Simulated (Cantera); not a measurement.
A closed system holds: 1 mol CH3Cl, 0.27 mol CH4, 0.62 mol H2, at 3300 K.

These are equilibrium values from Cantera (NASA tables, ideal gas, pure condensed phases), not measurements of a reactor. Candidate condensed phases: C, C6H6, C7H8, C8H18; 91 gas species. Kinetics and transport are ignored.

**Question.** Which condensed phases are stable at each of these points (P (Pa)): 1, 4.20, 18, 75, 320, 1300, 5600, 24000, 100000?

**Answer.** 
| P (Pa) | condensed phases | C condensed (%) |
|---|---|---|
| 1 | gas only | 0.0 |
| 4.20 | gas only | 0.0 |
| 18 | gas only | 0.0 |
| 75 | gas only | 0.0 |
| 320 | gas only | 0.0 |
| 1300 | gas only | 0.0 |
| 5600 | gas only | 0.0 |
| 24000 | C(graphite) | 28.9 |
| 100000 | C(graphite) | 49.5 |

From 1.00 Pa to 5600 Pa nothing is condensed. From 24000 Pa to 100000 Pa the condensed part is C(graphite).
